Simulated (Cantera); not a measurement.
## Silicon nitride deposition: SiH₄ + N₂

Feed: 1 mol SiH₄, 3.6 mol N₂.

Equilibrium computed with Cantera from the NASA thermochemical tables; the gas is ideal and each condensed phase is pure. Candidate condensed phases: Si, Si₃N₄; 18 gas species. The numbers say what is thermodynamically allowed, not how fast it happens.

**Question.** Map the stable condensed phases over T = 1327, 1377, 1427, 1477, 1527, 1577, 1627, 1677, 1727, 1777 °C and P in Pa = 5, 15, 45, 140, 410, 1200, 3700, 11000, 33000, 100000.

**Answer.** 
```
T in °C \ P in Pa
              5     15     45    140    410   1200   3700  11000  33000 100000
   1777       A      A      A      B      B      B      B      B      B      C
   1727       A      A      B      B      B      B      B      B      C      C
   1677       A      A      B      B      B      B      B      B      C      C
   1627       A      B      B      B      B      B      B      C      C      C
   1577       B      B      B      B      B      B      C      C      C      C
   1527       B      B      B      B      B      B      C      C      C      C
   1477       B      B      B      B      B      C      C      C      C      C
   1427       B      B      B      B      C      C      C      C      C      C
   1377       B      B      B      C      C      C      C      C      C      C
   1327       B      B      B      C      C      C      C      C      C      C
```
A: gas only; B: Si; C: Si₃N₄.
